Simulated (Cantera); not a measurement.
# Premixed flame

A freely propagating, adiabatic, planar premixed flame of H₂ : O₂ : N₂ : H₂O = 1 : 0.172 : 0.69 : 0.42 (molar parts), equivalence ratio 2.9, unburnt at 650 K and 1.40 bar; multicomponent transport, grid criteria slope 0.08 and curve 0.16, no radiation.

Cantera simulation using the H2/O2 subset of GRI-Mech 3.0, which has no nitrogen chemistry; the numbers are that mechanism's predictions, not measurements. Burning velocities carry a grid error of a few per cent, more on coarse grids.

```tsv
z (mm)	T (K)	u (m/s)	x H₂	x O₂	x H₂O	x H	x O	x OH
-0.896	650	5.51	0.438	0.0754	0.184	<1e-8	<1e-8	<1e-8
-0.598	650	5.51	0.438	0.0754	0.184	<1e-8	<1e-8	<1e-8
-0.448	650	5.51	0.438	0.0754	0.184	<1e-8	<1e-8	<1e-8
-0.299	651	5.52	0.438	0.0754	0.184	1.11e-7	1.47e-8	<1e-8
-0.149	710	5.95	0.429	0.0745	0.190	0.000215	1.23e-5	5.02e-5
-0.0747	904	7.45	0.406	0.0670	0.212	0.00302	0.000117	0.000272
0	1168	9.45	0.364	0.0472	0.259	0.0133	0.000508	0.000566
0.0747	1358	10.9	0.321	0.0228	0.309	0.0257	0.000668	0.000986
0.149	1459	11.6	0.300	0.00833	0.338	0.0313	0.000408	0.00118
0.299	1541	12.3	0.292	0.00109	0.354	0.0295	0.000141	0.00120
0.598	1605	12.7	0.296	8.13e-5	0.357	0.0220	6.67e-5	0.00106
1.20	1658	13.1	0.301	1.76e-5	0.359	0.0144	3.09e-5	0.000792
2.39	1697	13.3	0.304	6.70e-6	0.360	0.00864	1.19e-5	0.000523
```
x: mole fraction of selected species; z is measured from the peak of heat release.

```yaml
laminar_burning_velocity: 551 cm/s
thermal_thickness: 0.299 mm
peak x(H): 0.0318
peak x(O): 0.000691
peak x(OH): 0.00121
grid_points: 102
```
